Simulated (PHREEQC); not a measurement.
Dissolve 0.025 mol/kgw HF, 0.00029 mol/kgw NH4HF2 and 0.13 mol/kgw HCl at 85 °C. Closed to the air; pH follows from the charge balance.

Computed with PHREEQC (ion-association model, phreeqc.dat).

```json
{
  "pH": "0.99",
  "ionic_strength": "0.130 mol/kgw",
  "specific_conductance": "118000 µS/cm",
  "density": "0.971 g/cm³",
  "total_alkalinity": "-155 meq/kg"
}
```

```json
[
 {"species": "Cl-", "molality": "0.130", "activity": "0.0937", "log γ": "-0.142"},
 {"species": "H+", "molality": "0.130", "activity": "0.103", "log γ": "-0.099"},
 {"species": "HF", "molality": "0.0255", "activity": "0.0263", "log γ": "0.013"},
 {"species": "NH4+", "molality": "0.000290", "activity": "0.000201", "log γ": "-0.160"},
 {"species": "F-", "molality": "7.21e-5", "activity": "5.15e-5", "log γ": "-0.146"},
 {"species": "HF2-", "molality": "7.71e-6", "activity": "5.70e-6", "log γ": "-0.131"}
]
```

Precipitation was switched off in this run. Constants without temperature data keep their 25 °C values here.
